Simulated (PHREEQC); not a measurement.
1 kg of water holding 18 mmol/kgw NaOH meets 20 L of dry gas (H2 1 by moles) at fixed total pressure, at 100 °C; fugacities by Peng-Robinson. The gases take part in no redox reaction, some water evaporates into the gas, and hydrates or a liquid gas phase aren't modelled. Nothing may precipitate in this run.

Equilibrium calculation in PHREEQC: ion-association model, phreeqc.dat.

Task: Predict dissolved H2 (mol/kgw) at P (atm) = 2, 5, 150, 200, 400.

Result: 
```tsv
P (atm)	dissolved H2 (mol/kgw)
2	0.000790
5	0.00314
150	0.107
200	0.139
400	0.249
```

Constants without temperature data keep their 25 °C values here.
